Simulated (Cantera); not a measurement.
Charge: 1 mol CF₄, 0.12 mol Si, 0.19 mol H₂, held at 1998 K and 0.0133 bar.

Method: chemical equilibrium by Gibbs-energy minimisation in Cantera with the NASA 1993 tables (ideal gas, pure condensed phases). Candidate condensed phases: C, C₆H₆, C₇H₈, C₈H₁₈, Si, SiC; 113 gas species. Gases not in the tables: C₂F₆ and larger saturated fluorocarbons. The numbers say what is thermodynamically allowed, not how fast it happens.

Base state: CF₄ 0.533, HF 0.280, SiF₄ 0.0883, CF₂ 0.0693, F 0.0241, CF₃ 0.00526, CF 0.000111 (mole fractions); condensed: C(graphite).

Problem. What changes in the equilibrium state with this change: pressure from 0.0133 bar to 1.30e-5 bar?

Solution. 
```
species             before     after
----------------  --------  --------
F                   0.0241     0.778
HF                   0.280     0.112
CF₂                 0.0693    0.0703
CF₄                  0.533  0.000534
SiF₄                0.0883    0.0352
CF                0.000111   0.00358
CF₃                0.00526  0.000168
H                  9.12e-7   1.16e-5
SiF₃               8.18e-6  0.000104
C(graphite), mol     0.174     0.747
```
The tables' values for SiF₃ are old estimates; treat these amounts as uncertain.

Problem. What changes in the equilibrium state with this change: pressure from 0.0133 bar to 1.90e-5 bar?

Solution. 
```csv
species,before,after
F,0.0241,0.749
HF,0.280,0.115
CF₂,0.0693,0.0951
CF₄,0.533,0.00143
SiF₄,0.0883,0.0362
CF,0.000111,0.00344
CF₃,0.00526,0.000319
SiF₃,8.18e-6,7.58e-5
"C(graphite), mol",0.174,0.668
```
The tables' values for SiF₃ are old estimates; treat these amounts as uncertain.

Problem. What changes in the equilibrium state with this change: CF₄ replaced by c-C₄F₈?

Solution. 
```tsv
species	before	after
CF₄	0.533	0.684
HF	0.280	0.156
CF₂	0.0693	0.0785
SiF₄	0.0883	0.0494
F	0.0241	0.0257
CF₃	0.00526	0.00634
CF	0.000111	0.000118
C(graphite), mol	0.174	2.13
```
The feed counts by its element totals alone.
